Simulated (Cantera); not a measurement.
What does this Cantera script print?

```python
import numpy as np
import cantera as ct

gas_names = """
    SiF2 Si F SF6 SF4
""".split()
cond_names = """

""".split()


# ... load() reads the species with a 1 bar reference pressure and builds the phases ...
species = {s.name: s for s in load("nasa_gas.yaml", gas_names) + load("nasa_condensed.yaml", cond_names)}
# Each term lists the table entries of one substance; the one whose range holds T is used.
reactions = {
    'SiF2(g) = Si(g) + 2 F(g)':
        [(-1, ['SiF2']), (1, ['Si']), (2, ['F'])],
    'SF6(g) + Si(g) = SiF2(g) + SF4(g)':
        [(-1, ['SF6']), (-1, ['Si']), (1, ['SiF2']), (1, ['SF4'])],
}


def pick(names, T):
    return next(species[n] for n in names if species[n].thermo.min_temp <= T <= species[n].thermo.max_temp)


results = []
for label, terms in reactions.items():
    print(label)
    print("     T/K   dH/kJ  dS/(J/K)   dG/kJ   log10 K")
    for T in [1848, 1948, 2048, 2148, 2248, 2348, 2448, 2548, 2648, 2748]:
        used = [(nu, pick(names, T)) for nu, names in terms]
        dH = sum(nu * s.thermo.h(T) for nu, s in used) / 1e6
        dS = sum(nu * s.thermo.s(T) for nu, s in used) / 1e3
        dG = dH - T * dS / 1e3
        logK = -dG * 1e6 / (ct.gas_constant * T * np.log(10))
        results.append((label, T, dH, dS, dG, logK, [s.name for _, s in used]))
        print(f"{T:8g} {dH:8.1f} {dS:8.1f} {dG:8.1f} {logK:8.2f}")
```

Result:

```
SiF2(g) = Si(g) + 2 F(g)
     T/K   dH/kJ  dS/(J/K)   dG/kJ   log10 K
    1848   1210.8    249.8    749.2   -21.18
    1948   1211.4    250.1    724.2   -19.42
    2048   1212.0    250.4    699.2   -17.83
    2148   1212.6    250.7    674.1   -16.39
    2248   1213.2    251.0    649.0   -15.08
    2348   1213.8    251.2    623.9   -13.88
    2448   1214.4    251.5    598.8   -12.78
    2548   1215.1    251.7    573.6   -11.76
    2648   1215.7    252.0    548.4   -10.82
    2748   1216.3    252.2    523.2    -9.95
SF6(g) + Si(g) = SiF2(g) + SF4(g)
     T/K   dH/kJ  dS/(J/K)   dG/kJ   log10 K
    1848   -595.0     83.3   -748.9    21.17
    1948   -596.3     82.6   -757.2    20.30
    2048   -597.6     82.0   -765.4    19.52
    2148   -598.9     81.3   -773.6    18.81
    2248   -600.2     80.7   -781.7    18.16
    2348   -601.6     80.1   -789.7    17.57
    2448   -602.9     79.6   -797.7    17.02
    2548   -604.3     79.0   -805.7    16.52
    2648   -605.7     78.5   -813.5    16.05
    2748   -607.1     78.0   -821.4    15.61
```

Standard-state values (1 bar) from the NASA 1993 polynomials, evaluated with Cantera. The tables' values for SiF2 are old estimates. Condensed species are held in their standard states even where they would react or evaporate.
